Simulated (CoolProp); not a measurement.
The numbers come from the reference Helmholtz-energy equation of state, Lemmon 2006 in CoolProp. It is a short technical equation, of lower accuracy than the large ones.

Problem. For R141b, give the phase and the conductivity (mW/(m K)), Prandtl number at 500 K and 0.0666 MPa; 500 K and 0.229 MPa.

Solution. 
- 500 K and 0.0666 MPa: gas; conductivity 29.4, Prandtl number 0.528
- 500 K and 0.229 MPa: gas; conductivity 29.5, Prandtl number 0.530

Viscosity comes from a separate model (Huber 2003), an estimate that may be off by 10 % or more. Thermal conductivity comes from a separate model (Huber 2003), an estimate that may be off by 10 % or more.
